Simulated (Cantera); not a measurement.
**Pyrogenic steam for wet oxidation**

An isothermal, constant-pressure homogeneous reactor starts with 4.67 % H₂, 5.02 % O₂, 90.3 % N₂, equivalence ratio 0.47, at 1423 K and 13300 Pa.

Cantera simulation using GRI-Mech 3.0 (53 species, 325 reactions); the numbers are that mechanism's predictions, not measurements. The temperature is held fixed by assumption; the heat of reaction is taken as removed at once.

```json
[
 {"t (s)": "1.00e-6", "x H₂": "0.0467", "x O₂": "0.0502", "x HO₂": "7.49e-10", "x NO": "<1e-12", "x H": "7.39e-10"},
 {"t (s)": "3.05e-6", "x H₂": "0.0467", "x O₂": "0.0502", "x HO₂": "2.28e-9", "x NO": "<1e-12", "x H": "2.21e-9"},
 {"t (s)": "9.30e-6", "x H₂": "0.0467", "x O₂": "0.0502", "x HO₂": "6.96e-9", "x NO": "<1e-12", "x H": "6.68e-9"},
 {"t (s)": "2.83e-5", "x H₂": "0.0467", "x O₂": "0.0502", "x HO₂": "2.12e-8", "x NO": "<1e-12", "x H": "2.46e-8"},
 {"t (s)": "8.64e-5", "x H₂": "0.0467", "x O₂": "0.0502", "x HO₂": "6.49e-8", "x NO": "<1e-12", "x H": "2.31e-7"},
 {"t (s)": "0.000263", "x H₂": "0.0465", "x O₂": "0.0501", "x HO₂": "5.36e-7", "x NO": "<1e-12", "x H": "6.82e-5"},
 {"t (s)": "0.000803", "x H₂": "0.00487", "x O₂": "0.0287", "x HO₂": "1.30e-6", "x NO": "1.46e-6", "x H": "0.0186"},
 {"t (s)": "0.00245", "x H₂": "0.00414", "x O₂": "0.0283", "x HO₂": "1.31e-6", "x NO": "6.92e-6", "x H": "0.0129"},
 {"t (s)": "0.00747", "x H₂": "0.00241", "x O₂": "0.0276", "x HO₂": "1.26e-6", "x NO": "1.25e-5", "x H": "0.00479"},
 {"t (s)": "0.0228", "x H₂": "0.000591", "x O₂": "0.0273", "x HO₂": "9.31e-7", "x NO": "1.42e-5", "x H": "0.000516"},
 {"t (s)": "0.0694", "x H₂": "6.61e-5", "x O₂": "0.0274", "x HO₂": "2.75e-7", "x NO": "1.43e-5", "x H": "1.88e-5"},
 {"t (s)": "0.212", "x H₂": "8.74e-6", "x O₂": "0.0274", "x HO₂": "4.92e-8", "x NO": "1.43e-5", "x H": "9.13e-7"},
 {"t (s)": "0.645", "x H₂": "1.85e-6", "x O₂": "0.0275", "x HO₂": "1.45e-8", "x NO": "1.43e-5", "x H": "8.98e-8"},
 {"t (s)": "1.97", "x H₂": "6.57e-7", "x O₂": "0.0275", "x HO₂": "1.00e-8", "x NO": "1.43e-5", "x H": "1.92e-8"},
 {"t (s)": "6.00", "x H₂": "5.09e-7", "x O₂": "0.0275", "x HO₂": "9.88e-9", "x NO": "1.43e-5", "x H": "1.31e-8"}
]
```
x: mole fraction; the columns are a selection and need not sum to one.

Equilibrium at this temperature and pressure: H₂ 5.09e-7, O₂ 0.0273, HO₂ 9.84e-9, NO 0.000323, H 1.31e-8 (gas phase only).
